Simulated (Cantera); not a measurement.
**Ignition delay**

Mixture: CH₃OH : O₂ : N₂ = 1 : 0.938 : 3.52 (molar parts), at 6.30 bar, adiabatic and at constant volume. Ignition delay is the time to a rise of 400 K.

Computed with Cantera and GRI-Mech 3.0 (53 species, 325 reactions). GRI-Mech 3.0 was tuned for natural gas; its chemistry of methanol as a main component is partial and can be far from experiment.

```tsv
T0 (K)	delay (ms)
1175	2.82
1250	0.815
1325	0.274
1400	0.105
1475	0.0452
1550	0.0216
1625	0.0112
1700	0.00629
```

```yaml
apparent activation energy between 1550 and 1700 K: 180 kJ/mol
```
